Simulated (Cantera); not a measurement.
A Cantera script and what it prints.

```python
import numpy as np
import cantera as ct

gas_names = """
    Br Br2 H HBr H2 Si SiBr SiBr2 SiBr3 SiBr4 SiH SiHBr3 SiH2 SiH2Br2 SiH3 SiH3Br SiH4 Si2 Si3
""".split()
cond_names = """
    Br2(cr) Br2(L) Si(cr) Si(L)
""".split()


# ... load() reads the species with a 1 bar reference pressure and builds the phases ...
atoms = {
    'Si': {'Si': 1},
    'HBr': {'H': 1, 'Br': 1},
    'H2': {'H': 2},
}
top_T = {}  # K; cautious upper limits of use, not melting points


# ... equilibrate(T, P, feed) seeds the gas with the atoms and calls Mixture.equilibrate('TP', solver="vcs", rtol=1e-11, max_steps=5000) ...
results = []
T = 1650  # K
P = 100000  # Pa
for m in [3.7, 11, 18, 26, 33, 40, 47, 55, 62, 69]:
    feed = {'Si': 1, 'HBr': 8, 'H2': m}  # mol
    mix = equilibrate(T, P, feed)
    results.append((T, P, feed, dict(zip(mix.species_names, mix.species_moles))))
    x = sorted(zip(gas.X, gas.species_names), reverse=True)
    print(f"T = {T:g} K  P = {P:g} Pa  n(H2) = {m:g} mol  gas = {mix.phase_moles(0):.4g} mol")
    print("   x: " + "  ".join(f"{s} {v:.3e}" for v, s in x if v > 0.0001))
    print("   condensed (mol): " + ("  ".join(f"{mix.phase(i).name} {mix.phase_moles(i):.4g}"
          for i in range(1, mix.n_phases) if mix.phase_moles(i) > 1e-12) or "none"))
```

Output:

```
T = 1650 K  P = 100000 Pa  n(H2) = 3.7 mol  gas = 11.4 mol
   x: HBr 4.686e-01  H2 4.398e-01  SiBr2 5.481e-02  SiBr4 2.087e-02  SiBr3 9.822e-03  Br 3.849e-03  SiHBr3 2.089e-03  SiH2Br2 1.008e-04
   condensed (mol): none
T = 1650 K  P = 100000 Pa  n(H2) = 11 mol  gas = 18.87 mol
   x: H2 6.434e-01  HBr 3.015e-01  SiBr2 4.306e-02  SiBr4 4.637e-03  SiBr3 4.104e-03  Br 2.047e-03  SiHBr3 1.056e-03  SiH2Br2 1.159e-04
   condensed (mol): none
T = 1650 K  P = 100000 Pa  n(H2) = 18 mol  gas = 25.93 mol
   x: H2 7.363e-01  HBr 2.237e-01  SiBr2 3.384e-02  SiBr3 2.237e-03  SiBr4 1.753e-03  Br 1.420e-03  SiHBr3 6.156e-04  SiH2Br2 1.042e-04
   condensed (mol): none
T = 1650 K  P = 100000 Pa  n(H2) = 26 mol  gas = 33.95 mol
   x: H2 7.970e-01  HBr 1.724e-01  SiBr2 2.688e-02  SiBr3 1.317e-03  Br 1.052e-03  SiBr4 7.647e-04  SiHBr3 3.770e-04
   condensed (mol): none
T = 1650 K  P = 100000 Pa  n(H2) = 33 mol  gas = 40.97 mol
   x: H2 8.311e-01  HBr 1.436e-01  SiBr2 2.271e-02  SiBr3 9.069e-04  Br 8.579e-04  SiBr4 4.294e-04  SiHBr3 2.652e-04
   condensed (mol): none
T = 1650 K  P = 100000 Pa  n(H2) = 40 mol  gas = 47.98 mol
   x: H2 8.554e-01  HBr 1.230e-01  SiBr2 1.963e-02  Br 7.242e-04  SiBr3 6.618e-04  SiBr4 2.645e-04  SiHBr3 1.963e-04
   condensed (mol): none
T = 1650 K  P = 100000 Pa  n(H2) = 47 mol  gas = 54.98 mol
   x: H2 8.736e-01  HBr 1.075e-01  SiBr2 1.727e-02  Br 6.266e-04  SiBr3 5.038e-04  SiBr4 1.742e-04  SiHBr3 1.510e-04
   condensed (mol): none
T = 1650 K  P = 100000 Pa  n(H2) = 55 mol  gas = 62.99 mol
   x: H2 8.895e-01  HBr 9.401e-02  SiBr2 1.518e-02  Br 5.429e-04  SiBr3 3.837e-04  SiHBr3 1.161e-04  SiBr4 1.150e-04
   condensed (mol): none
T = 1650 K  P = 100000 Pa  n(H2) = 62 mol  gas = 69.99 mol
   x: H2 9.004e-01  HBr 8.470e-02  SiBr2 1.372e-02  Br 4.861e-04  SiBr3 3.105e-04
   condensed (mol): none
T = 1650 K  P = 100000 Pa  n(H2) = 69 mol  gas = 77 mol
   x: H2 9.094e-01  HBr 7.706e-02  SiBr2 1.251e-02  Br 4.401e-04  SiBr3 2.564e-04
   condensed (mol): none
```

These are equilibrium values from Cantera (NASA tables, ideal gas, pure condensed phases), not measurements of a reactor. The tables' values for SiBr3, SiBr are old estimates; treat these amounts as uncertain.
